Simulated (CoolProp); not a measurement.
Vapour-liquid equilibrium of propane (1) + dimethyl ether (2) at 205.9 K; x and y are mole fractions of (1).

Computed with CoolProp (multi-fluid Helmholtz-energy mixture model, Lemmon 2009 and Wu 2011; pair parameters Bell 2016).

| x | bubble pressure (bar) | y at the bubble point | dew pressure at overall composition x (bar) | liquid density (mol/L) |
|---|---|---|---|---|
| 0.05 | ? | 0.253 | 0.1062 | 16.96 |
| 0.125 | 0.1632 | 0.445 | ? | 16.65 |
| 0.2 | 0.1884 | 0.550 | 0.1227 | 16.35 |
| 0.275 | 0.2078 | 0.617 | 0.1329 | 16.06 |
| 0.35 | 0.2230 | 0.666 | 0.1449 | 15.78 |
| 0.425 | 0.2353 | 0.704 | 0.1590 | 15.52 |
| 0.5 | 0.2455 | 0.737 | 0.1757 | 15.26 |
| 0.575 | 0.2543 | 0.767 | 0.1954 | 15.01 |
| 0.65 | 0.2621 | 0.797 | 0.2180 | 14.78 |
| 0.725 | 0.2691 | 0.829 | ? | 14.55 |
| 0.8 | 0.2753 | 0.864 | 0.2629 | 14.34 |
| 0.875 | ? | 0.906 | ? | 14.13 |
| 0.95 | 0.2847 | 0.958 | 0.2843 | 13.94 |

### Question
Some entries are withheld; supply them.

### Answer

- 0.05, bubble pressure (bar): 0.1298
- 0.125, dew pressure at overall composition x (bar): 0.1138
- 0.725, dew pressure at overall composition x (bar): 0.2419
- 0.875, bubble pressure (bar): 0.2807
- 0.875, dew pressure at overall composition x (bar): 0.2769

No azeotrope shows between x = 0.05 and 0.95.

The pair parameters rest on a limited set of measurements; away from them the model extrapolates.
